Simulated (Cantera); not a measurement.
A perfectly stirred reactor is fed with 6.14 % CH₄, 0.282 % C₂H₆, 1.04 % C₃H₈, 19.5 % O₂, 73.1 % N₂, at 0.987 atm; it is adiabatic with a 325 K inlet, and is followed from long to short residence time, starting on the burning branch (τ in s: 0.023, 0.012, 0.0068, 0.0037, 0.0021, 0.0011, 0.00062, 0.00034, 0.00019, 0.0001, 5.6e-05, 3.1e-05).

Computed with Cantera and GRI-Mech 3.0 (53 species, 325 reactions). GRI-Mech 3.0 was tuned for natural gas; its chemistry of propane as a main component is partial and can be far from experiment.

Q: Predict: blow-out, bracketed by the residence times tried; x(CH₄) at τ = 23.0 ms; x(C₂H₆) at τ = 23.0 ms; x(C₃H₈) at τ = 23.0 ms; x(H) at τ = 23.0 ms; x(O) at τ = 23.0 ms; x(CH₄) at τ = 0.620 ms; x(C₂H₆) at τ = 0.620 ms; x(C₃H₈) at τ = 0.620 ms; x(H) at τ = 0.620 ms; x(O) at τ = 0.620 ms.

A: 
```
Quantity                                                                       Result
------------------------------------------------  -----------------------------------
blow-out, bracketed by the residence times tried  burning at 0.100 ms, out at 56.0 µs
x(CH₄) at τ = 23.0 ms                                                         7.62e-6
x(C₂H₆) at τ = 23.0 ms                                                        5.54e-8
x(C₃H₈) at τ = 23.0 ms                                                        2.10e-7
x(H) at τ = 23.0 ms                                                          0.000790
x(O) at τ = 23.0 ms                                                          0.000739
x(CH₄) at τ = 0.620 ms                                                       0.000116
x(C₂H₆) at τ = 0.620 ms                                                       1.34e-6
x(C₃H₈) at τ = 0.620 ms                                                       4.01e-6
x(H) at τ = 0.620 ms                                                          0.00564
x(O) at τ = 0.620 ms                                                          0.00333
```
